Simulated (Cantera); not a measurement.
Mixture: CH4 : C2H6 : O2 : N2 = 1 : 0.082 : 1.09 : 5.23 (molar parts), equivalence ratio 2.1, at 1730 Torr, adiabatic and at constant volume. Ignition delay is the time to a rise of 400 K.

Model: GRI-Mech 3.0 (53 species, 325 reactions), integrated in Cantera.

Problem. What does this change do: CH4 1 to 0.31 parts?

Solution. 
| quantity | before | after |
|---|---|---|
| delay at 1125 K | 12.9 ms | 6.26 ms |
| delay at 1325 K | 1.58 ms | 0.352 ms |
| delay at 1525 K | 0.214 ms | 66.1 µs |
| delay at 1725 K | 41.0 µs | 18.7 µs |
| delay at 1925 K | 13.1 µs | 7.29 µs |
| apparent activation energy between 1825 and 2025 K | 140 kJ/mol | 120 kJ/mol |
